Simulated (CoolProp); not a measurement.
R1224YDZ along the isotherm 305.5 K: Z from the reference equation and from simpler models built on Tc = 428.7 K, pc = 3334 kPa, ω = 0.325; each cubic takes its own stable root.

Computed with CoolProp (reference Helmholtz-energy equation of state, Akasaka 2023).

```
p (kPa)   phase  reference  van der Waals  Soave-Redlich-Kwong  Peng-Robinson
-------  ------  ---------  -------------  -------------------  -------------
185         gas     0.9286         0.9623               0.9419         0.9392
370      liquid    0.01614         0.9215           (withheld)        0.01597
556      liquid    0.02424         0.8765           (withheld)        0.02397
741      liquid    0.03229        0.05525              0.03614        0.03192
926      liquid    0.04033        0.06885              0.04511        0.03986
1110     liquid    0.04831        0.08231              0.05403        0.04775
1300     liquid    0.05655     (withheld)              0.06322        0.05587
1480     liquid    0.06435         0.1092              0.07191        0.06356
1670     liquid    0.07257         0.1229              0.08106        0.07166
```

Fill in the missing entries.


- 370, Soave-Redlich-Kwong: 0.01808
- 556, Soave-Redlich-Kwong: 0.02714
- 1300, van der Waals: 0.09613

At some of these states van der Waals gives the other phase, because its saturation line lies elsewhere.
